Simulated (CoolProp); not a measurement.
Propylene glycol at 339.08 K and 14.8 MPa is throttled through a valve to 7.01 MPa with no heat exchange. Each further row changes one setting.

Computed with CoolProp (reference Helmholtz-energy equation of state, Eisenbach 2021).

| case | temperature change (K) | final density (kg/m³) |
|---|---|---|
| as stated | +2.1 | 1000 |
| outlet pressure 2.1 MPa | +3.4 | 999 |
| outlet pressure 9.11 MPa | +1.5 | 1000 |
